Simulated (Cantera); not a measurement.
An isothermal, constant-pressure homogeneous reactor starts with 1.28 % H2, 98.7 % O2, equivalence ratio 0.0065, at 1023 K and 0.00650 bar.

Cantera simulation using the H2/O2 subset of GRI-Mech 3.0, which has no nitrogen chemistry; the numbers are that mechanism's predictions, not measurements. Radical loss at walls, strong at low pressure, is not modelled.

One state of this run: x H2 = 5.16e-5; x O2 = 0.981; x H2O = 0.0123; x O = 0.00611; x H2O2 = 1.16e-8; x OH = 0.000418; x HO2 = 1.03e-6. x: mole fraction; the columns are a selection and need not sum to one.

Question: Which value of t (s) does it belong to?
A. 2.80
B. 0.146
C. 7.48
D. 20.0

Answer: B, 0.146
